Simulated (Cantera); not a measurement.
Gas mixture: NH₃ : C₃H₈ : CO = 0.71 : 0.39 : 0.88 (molar parts), at 500000 Pa, frozen composition.

Cantera's kinetic-theory transport with the Lennard-Jones parameters of GRI-Mech 3.0, ideal gas; thermal conductivity in the multicomponent form. Polar gases are described roughly by these parameters. The composition is frozen, though it would react at the higher temperatures.

D: mixture-averaged diffusion coefficient of that species in the mixture.

```csv
T (K),ρ (kg/m³),cp (J/kg/K),μ (µPa s),λ (mW/m/K),Pr,D (cm²/s) H₂O,D (cm²/s) CO₂,D (cm²/s) NH₃
400,4.10,1668,16.0,35.7,0.749,0.0648,0.0465,0.0601
650,2.52,2103,24.0,65.5,0.770,0.166,0.113,0.149
900,1.82,…,…,…,0.778,…,…,…
1150,1.42,2680,36.8,126,0.781,0.474,0.306,0.408
1400,1.17,2864,42.4,155,0.782,0.671,0.428,0.572
1650,0.993,3009,…,…,0.782,…,…,…
```

Task: Fill in the missing entries.

Result: 
- 900, cp (J/kg/K): 2436
- 900, μ (µPa s): 30.8
- 900, λ (mW/m/K): 96.4
- 900, D (cm²/s) H₂O: 0.304
- 900, D (cm²/s) CO₂: 0.201
- 900, D (cm²/s) NH₃: 0.266
- 1650, μ (µPa s): 47.5
- 1650, λ (mW/m/K): 183
- 1650, D (cm²/s) H₂O: 0.894
- 1650, D (cm²/s) CO₂: 0.565
- 1650, D (cm²/s) NH₃: 0.757
